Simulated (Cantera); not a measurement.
Charge: 1 mol Pb, 0.36 mol CO, 12 mol H₂, held at 1123 K and 22000 Pa.

Cantera equilibrium calculation (NASA polynomials, part measured and part estimated; ideal gas, pure solids and liquids). Candidate condensed phases: C, C₆H₆, C₇H₈, C₈H₁₈, H₂O, Pb, PbO, PbO₂, Pb₃O₄; 113 gas species. Rates play no part.

Base state: H₂ 0.968, CO 0.0276, CH₄ 0.00155, H₂O 0.00151, Pb 0.000831, CO₂ 3.95e-5 (mole fractions); condensed: Pb(l).

Task: What changes in the equilibrium state with this change: temperature from 1123 K to 850 K?

Result: 
| species | before | after |
|---|---|---|
| H₂ | 0.968 | 0.943 |
| CH₄ | 0.00155 | 0.0265 |
| H₂O | 0.00151 | 0.0261 |
| CO | 0.0276 | 0.00388 |
| Pb | 0.000831 | 1.45e-6 |
| CO₂ | 3.95e-5 | 0.000328 |
| Pb(l), mol | 0.990 | 1.000 |
